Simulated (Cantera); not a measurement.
## Metals in furnace atmospheres: Cu + CO2 + H2

A closed system holds: 1 mol Cu, 24 mol CO2, 2.3 mol H2, at 3830 Torr.

These are equilibrium values from Cantera (NASA tables, ideal gas, pure condensed phases), not measurements of a reactor. Candidate condensed phases: C, C6H6, C7H8, C8H18, Cu, CuO, Cu(OH)2, Cu2O, H2O; 113 gas species. Equilibrium is a limit: real reactors are often held back by kinetics, nucleation or transport.

```csv
T (°C),x CO2,x CO,x H2O,x H2,x Cu,n Cu(s),n Cu(l)
725,0.835,0.0771,0.0771,0.0103,2.82e-12,1.00,0
800,0.833,0.0793,0.0793,0.00817,4.67e-11,1.00,0
875,0.832,0.0808,0.0808,0.00664,5.33e-10,1.00,0
950,0.831,0.0819,0.0819,0.00553,4.50e-9,1.00,0
1025,0.830,0.0827,0.0827,0.00470,2.95e-8,1.000,0
1100,0.829,0.0834,0.0834,0.00407,1.55e-7,0,1.000
1175,0.829,0.0839,0.0839,0.00358,6.50e-7,0,1.000
1250,0.828,0.0843,0.0843,0.00319,2.36e-6,0,1.000
1325,0.828,0.0846,0.0846,0.00288,7.57e-6,0,1.000
```
x: gas mole fraction; n: condensed amount in mol.

From 725 °C to 1025 °C the condensed part is Cu(s). From 1100 °C to 1325 °C the condensed part is Cu(l).
